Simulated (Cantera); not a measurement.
Input: 1 mol B2O3, 15 mol H2, 59 mol N2, 0.13 mol H2O, held at 0.0900 Torr.

Method: chemical equilibrium by Gibbs-energy minimisation in Cantera with the NASA 1993 tables (ideal gas, pure condensed phases). Candidate condensed phases: B, BN, B2O3, B3O3H3, H2O; 39 gas species. The numbers say what is thermodynamically allowed, not how fast it happens.

**Question.** Which condensed phases are stable at each of these points (T (°C)): 1025, 1100, 1175, 1250, 1325, 1400, 1475, 1550, 1625, 1700, 1775, 1850, 1925?

**Answer.** 
```tsv
T (°C)	condensed phases	B condensed (%)
1025	B2O3(l)	73.2
1100	gas only	0.0
1175	gas only	0.0
1250	gas only	0.0
1325	gas only	0.0
1400	gas only	0.0
1475	gas only	0.0
1550	gas only	0.0
1625	gas only	0.0
1700	gas only	0.0
1775	gas only	0.0
1850	gas only	0.0
1925	gas only	0.0
```

At 1025 °C the condensed part is B2O3(l). From 1100 °C to 1925 °C nothing is condensed.
